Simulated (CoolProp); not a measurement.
A closed Brayton cycle with carbon dioxide: compressor inlet 316.15 K and 8.4 MPa, high pressure 20.9 MPa, turbine inlet 720 K, compressor efficiency 0.85, turbine efficiency 0.85, recuperator effectiveness 0.8 (on enthalpy, no pinch check). Each further row changes one setting.

Values from CoolProp's reference Helmholtz-energy equation of state, Span 1996.

```json
[
 {"case": "as stated", "thermal efficiency (%)": "24.6", "net work (kJ/kg)": "59.2", "compressor to turbine work": "0.39", "compressor exit (K)": "381.6", "turbine exit (K)": "624.0"},
 {"case": "turbine inlet 670 K", "thermal efficiency (%)": "(withheld)", "net work (kJ/kg)": "51.0", "compressor to turbine work": "(withheld)", "compressor exit (K)": "381.6", "turbine exit (K)": "577.4"},
 {"case": "compressor inlet 326.15 K", "thermal efficiency (%)": "23.1", "net work (kJ/kg)": "(withheld)", "compressor to turbine work": "(withheld)", "compressor exit (K)": "402.3", "turbine exit (K)": "624.0"},
 {"case": "high pressure 17.8 MPa", "thermal efficiency (%)": "22.9", "net work (kJ/kg)": "51.3", "compressor to turbine work": "(withheld)", "compressor exit (K)": "(withheld)", "turbine exit (K)": "640.7"},
 {"case": "recuperator effectiveness 0.5", "thermal efficiency (%)": "(withheld)", "net work (kJ/kg)": "59.2", "compressor to turbine work": "0.39", "compressor exit (K)": "381.6", "turbine exit (K)": "624.0"}
]
```

Problem. What belongs in the gaps?

Solution. 
- turbine inlet 670 K, thermal efficiency (%): 23.0
- turbine inlet 670 K, compressor to turbine work: 0.43
- compressor inlet 326.15 K, net work (kJ/kg): 50.8
- compressor inlet 326.15 K, compressor to turbine work: 0.48
- high pressure 17.8 MPa, compressor to turbine work: 0.37
- high pressure 17.8 MPa, compressor exit (K): 369.9
- recuperator effectiveness 0.5, thermal efficiency (%): 18.2
